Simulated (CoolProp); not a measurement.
Model: reference Helmholtz-energy equation of state, Lemmon 2006, in CoolProp. It is a short technical equation, of lower accuracy than the large ones.

Problem. For n-nonane, give the phase and the speed of sound (m/s), Joule-Thomson coefficient (K/MPa), conductivity (mW/(m K)) at 415.8 K and 0.0248 MPa; 438.5 K and 0.0142 MPa.

Solution. 
- 415.8 K and 0.0248 MPa: gas; speed of sound 164, Joule-Thomson coefficient 28.4, conductivity 20.2
- 438.5 K and 0.0142 MPa: gas; speed of sound 170, Joule-Thomson coefficient 22.9, conductivity 22.5

Thermal conductivity comes from a separate model (Huber 2005).
